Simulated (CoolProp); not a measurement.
Model: reference Helmholtz-energy equation of state, Lemmon 2005, in CoolProp. It is a short technical equation, of lower accuracy than the large ones.

### Question
For trans-2-butene, give the phase and the Z, cv (kJ/(kg K)), Joule-Thomson coefficient (K/MPa), fugacity coefficient at 200.45 °C and 1.56 MPa.

### Answer
- 200.45 °C and 1.56 MPa: gas; Z 0.897, cv 2.09, Joule-Thomson coefficient 7.45, fugacity coefficient 0.905
